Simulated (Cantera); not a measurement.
A Cantera script and what it prints.

```python
import numpy as np
import cantera as ct

gas_names = """
    CL CL2 H HCL H2 Si SiCL SiCL2 SiCL3 SiCL4 SiH SiHCL3 SiH2 SiH2CL2 SiH3 SiH3CL SiH4 Si2 Si3
""".split()
cond_names = """
    Si(cr) Si(L)
""".split()


def load(file, names, dense=False):
    # The tables refer to 1 bar. Condensed volumes are neglected.
    table = {s.name: s for s in ct.Species.list_from_file(file)}
    out = []
    for n in names:
        d = dict(table[n].input_data)
        d["thermo"] = dict(d["thermo"], **{"reference-pressure": 1e5})
        if dense:
            d["equation-of-state"] = {"model": "constant-volume", "density": "1e6 g/cm^3"}
        out.append(ct.Species.from_dict(d))
    return out


gas = ct.Solution(thermo="ideal-gas", species=load("nasa_gas.yaml", gas_names))
cond = {s.name: ct.Solution(thermo="fixed-stoichiometry", species=[s], name=s.name)
        for s in load("nasa_condensed.yaml", cond_names, dense=True)}
atoms = {
    'Si': {'Si': 1},
    'H2': {'H': 2},
    'HCl': {'H': 1, 'CL': 1},
}
top_T = {}  # K; cautious upper limits of use, not melting points


def equilibrate(T, P, feed):
    n = {}
    for name, mol in feed.items():
        for a, k in atoms[name].items():
            n[a] = n.get(a, 0.0) + k * mol
    gas.TPX = T, P, n
    mass = sum(n.values()) * gas.mean_molecular_weight
    gas.equilibrate("TP")
    valid = [c for c in cond.values() if c.min_temp <= T <= top_T.get(c.name, c.max_temp)]
    mix = ct.Mixture([(gas, mass / gas.mean_molecular_weight)] + [(c, 0.0) for c in valid])
    mix.T, mix.P = T, P
    mix.equilibrate("TP", solver="vcs", rtol=1e-11, max_steps=5000)
    return mix


results = []
feed = {'Si': 1, 'H2': 0.43, 'HCl': 0.55}  # mol
T = 948  # K
P = 1100000  # Pa
mix = equilibrate(T, P, feed)
results.append((T, P, feed, dict(zip(mix.species_names, mix.species_moles))))
print(gas.report(threshold=1e-05))
for i in range(1, mix.n_phases):
    print(f"{mix.phase(i).name:16s} {mix.phase_moles(i):12.5e} mol")
```

It prints:

```
       temperature   948 K
          pressure   1.1e+06 Pa
           density   4.3193 kg/m^3
  mean mol. weight   30.95 kg/kmol
   phase of matter   gas

                          1 kg             1 kmol
                     ---------------   ---------------
          enthalpy       -2.6838e+06       -8.3065e+07  J
   internal energy       -2.9385e+06       -9.0947e+07  J
           entropy            6527.6        2.0203e+05  J/K
    Gibbs function        -8.872e+06       -2.7459e+08  J
 heat capacity c_p            1425.4             44116  J/K
 heat capacity c_v            1156.7             35801  J/K

                      mass frac. Y      mole frac. X     chem. pot. / RT
                     ---------------   ---------------   ---------------
               HCL         0.0043201         0.0036675           -39.066
                H2          0.052237           0.80196           -15.197
             SiCL2        8.1647e-05        2.5529e-05            -66.49
             SiCL3          0.001151          0.000265           -97.957
             SiCL4           0.51084          0.093067           -129.42
            SiHCL3           0.40106          0.091647           -105.56
           SiH2CL2          0.029812         0.0091356           -81.687
            SiH3CL        0.00048884        0.00022731           -57.818
     [  +11 minor]        2.5963e-06        2.5021e-06

Si(cr)            8.40495e-01 mol
```

These are equilibrium values from Cantera (NASA tables, ideal gas, pure condensed phases), not measurements of a reactor. The tables' values for SiCl3 are old estimates; treat these amounts as uncertain.
